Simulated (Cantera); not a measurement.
A closed system holds: 1 mol V₂O₅, 82 mol H₂, 0.044 mol H₂O, equilibrated at 16.0 Pa.

Cantera equilibrium calculation (NASA polynomials, part measured and part estimated; ideal gas, pure solids and liquids). Candidate condensed phases: H₂O, V, VO, V₂O₃, V₂O₄, V₂O₅; 12 gas species. Condensed phases not in the tables: the oxides between V₂O₃ and V₂O₅ other than VO₂. Rates play no part. All values below are at 1400 °C.

Base state: H₂ 0.966, H₂O 0.0246, H 0.00885, VO₂ 0.000323, VO 1.55e-5, OH 1.09e-5 (mole fractions); condensed: V₂O₃(s).

Question: What changes in the equilibrium state with this change: pressure from 16.0 Pa to 490 Pa?

Answer: 
```
species         before    after
------------  --------  -------
H₂               0.966    0.973
H₂O             0.0246   0.0249
H              0.00885  0.00161
VO₂           0.000323  1.05e-5
VO             1.55e-5  5.07e-7
OH             1.09e-5  1.97e-6
V₂O₃(s), mol     0.986    1.000
```
